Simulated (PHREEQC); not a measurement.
Consider water at 70 °C with 0.035 mol CuSO4 and 0.045 mol FeCl3 per kg of water. Closed to the air; pH follows from the charge balance.

All values are PHREEQC results (ion-association model, phreeqc.dat), not measurements.

| quantity | before | after |
|---|---|---|
| pH | 2.11 | 3.19 |
| ionic strength (mol/kgw) | 0.210 | 0.00272 |
| Cu+2 (mol/kgw) | 0.0198 | 0.000329 |
| SO4-2 (mol/kgw) | 0.00711 | 0.000282 |
| HSO4- (mol/kgw) | 0.00596 | 4.54e-5 |
| CuSO4 (mol/kgw) | 0.00273 | 1.52e-5 |

### Question
Which change was made?
A. diluted 100-fold with water
B. diluted 10-fold with water
C. diluted 2-fold with water
D. FeCl3 left out
E. CuSO4 from 0.035 to 0.35 mol/kgw

### Answer
A, diluted 100-fold with water

No solid was allowed to form. Some of these states are supersaturated (in Hematite (slow to form), Goethite (slow to form), for instance). Away from 25 °C the constants follow the database's enthalpies or fits; those with neither stay at their 25 °C values.
